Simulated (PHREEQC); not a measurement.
Solution (25 °C): 14 mmol/kgw H2SO4, 0.1 mmol/kgw Al2(SO4)3 and 0.052 mmol/kgw MnSO4. Closed to the air; pH follows from the charge balance.

Computed with PHREEQC (ion-association model, phreeqc.dat).

Precipitation was switched off in this run.

Estimate the pH.

pH 1.74.

In which forms is S present?

HSO4- 52 %, SO4-2 47 %, AlSO4+ 1.0 % of the S.
